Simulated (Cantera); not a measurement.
Charge: 1 mol Zr, 11 mol N2O, 0.81 mol N2, equilibrated at 110 Pa.

Equilibrium computed with Cantera from the NASA thermochemical tables; the gas is ideal and each condensed phase is pure. Candidate condensed phases: Zr, ZrN, ZrO2; 13 gas species. Kinetics and transport are ignored.

### Question
Which condensed phases are stable at each of these points (T (K)): 2473, 2498, 2523, 2548, 2573, 2598, 2623?

### Answer
```csv
T (K),condensed phases,Zr condensed (%)
2473,ZrO2(tetragonal),99.6
2498,ZrO2(tetragonal),99.4
2523,ZrO2(tetragonal),99.2
2548,ZrO2(tetragonal),98.8
2573,ZrO2(tetragonal),98.3
2598,ZrO2(tetragonal),97.6
2623,ZrO2(s),96.6
```

From 2473 K to 2598 K the condensed part is ZrO2(tetragonal). At 2623 K the condensed part is ZrO2(s).
